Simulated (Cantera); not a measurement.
# Carbon deposition, reforming and gasification: CO + H2

A closed system holds: 1 mol CO, 0.54 mol H2, at 1623 K.

These are equilibrium values from Cantera (NASA tables, ideal gas, pure condensed phases), not measurements of a reactor. Candidate condensed phases: C, C6H6, C7H8, C8H18, H2O; 110 gas species. The ideal-gas law is rough above about 30 bar. Equilibrium is a limit: real reactors are often held back by kinetics, nucleation or transport.

```
P (Pa)     x CO   x H2     x H2O     x CH4     x CO2  n C(graphite)
--------  -----  -----  --------  --------  --------  -------------
10        0.648  0.348   1.65e-7   1.86e-9   9.88e-8              0
46        0.649  0.349   4.60e-7   1.43e-8   2.75e-7              0
220       0.649  0.350   1.32e-6   1.14e-7   7.92e-7              0
1000      0.649  0.350   3.75e-6   8.35e-7   2.24e-6              0
4600      0.649  0.350   1.13e-5   5.89e-6   6.74e-6              0
22000     0.649  0.350   3.90e-5   3.89e-5   2.33e-5              0
100000    0.649  0.350  0.000172  0.000182  0.000103       0.000104
460000    0.649  0.349  0.000789  0.000830  0.000473       0.000619
2200000   0.648  0.343   0.00370   0.00383   0.00225        0.00317
10000000  0.640  0.319    0.0155    0.0151    0.0100         0.0152
```
x: gas mole fraction; n: condensed amount in mol.

From 10.0 Pa to 0.220 bar nothing is condensed. From 1.00 bar to 100 bar the condensed part is C(graphite). The main C-bearing gas is CO throughout.
